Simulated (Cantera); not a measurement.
Charge: 1 mol CaCO₃, 0.36 mol H₂O, 0.45 mol CO₂, held at 1452 °C and 41.0 Pa.

These are equilibrium values from Cantera (NASA tables, ideal gas, pure condensed phases), not measurements of a reactor. Candidate condensed phases: C, C₆H₆, C₇H₈, C₈H₁₈, Ca, CaCO₃, CaO, Ca(OH)₂, H₂O; 115 gas species. Rates play no part.

Base state: CO₂ 0.760, H₂O 0.192, CO 0.0284, O₂ 0.0146, OH 0.00215, H₂ 0.00204, H 0.000415, O 0.000346 (mole fractions); condensed: CaO(s).

Q: What changes in the equilibrium state with this change: H₂O from 0.36 to 0.034 mol?

A: 
| species | before | after |
|---|---|---|
| CO₂ | 0.760 | 0.928 |
| CO | 0.0284 | 0.0329 |
| H₂O | 0.192 | 0.0219 |
| O₂ | 0.0146 | 0.0162 |
| H₂ | 0.00204 | 0.000220 |
| H | 0.000415 | 0.000136 |
| OH | 0.00215 | 0.000744 |
| O | 0.000346 | 0.000365 |
| CaO(s), mol | 1.000 | 1.00 |
